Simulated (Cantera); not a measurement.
Input: 1 mol CuO, a varied amount of C, 0.2 mol N2, held at 1900 K and 1000 Pa.

Cantera equilibrium calculation (NASA polynomials, part measured and part estimated; ideal gas, pure solids and liquids). Candidate condensed phases: C, Cu, CuO, Cu2O; 27 gas species. Rates play no part.

Which condensed phases are stable at each of these points (n(C) (mol)): 0.86, 1, 1.3, 1.5, 1.8, 2.2, 2.7, 3.3, 4, 4.8, 5.8, 7?


```json
[
 {"n(C) (mol)": "0.86", "condensed phases": "Cu(l)", "Cu condensed (%)": "79.4"},
 {"n(C) (mol)": "1", "condensed phases": "Cu(l)", "Cu condensed (%)": "76.7"},
 {"n(C) (mol)": "1.3", "condensed phases": "C(graphite) + Cu(l)", "Cu condensed (%)": "76.7"},
 {"n(C) (mol)": "1.5", "condensed phases": "C(graphite) + Cu(l)", "Cu condensed (%)": "76.7"},
 {"n(C) (mol)": "1.8", "condensed phases": "C(graphite) + Cu(l)", "Cu condensed (%)": "76.7"},
 {"n(C) (mol)": "2.2", "condensed phases": "C(graphite) + Cu(l)", "Cu condensed (%)": "76.7"},
 {"n(C) (mol)": "2.7", "condensed phases": "C(graphite) + Cu(l)", "Cu condensed (%)": "76.7"},
 {"n(C) (mol)": "3.3", "condensed phases": "C(graphite) + Cu(l)", "Cu condensed (%)": "76.7"},
 {"n(C) (mol)": "4", "condensed phases": "C(graphite) + Cu(l)", "Cu condensed (%)": "76.7"},
 {"n(C) (mol)": "4.8", "condensed phases": "C(graphite) + Cu(l)", "Cu condensed (%)": "76.7"},
 {"n(C) (mol)": "5.8", "condensed phases": "C(graphite) + Cu(l)", "Cu condensed (%)": "76.7"},
 {"n(C) (mol)": "7", "condensed phases": "C(graphite) + Cu(l)", "Cu condensed (%)": "76.7"}
]
```

From 0.86 mol C to 1 mol C the condensed part is Cu(l). From 1.3 mol C to 7 mol C the condensed part is C(graphite) + Cu(l).
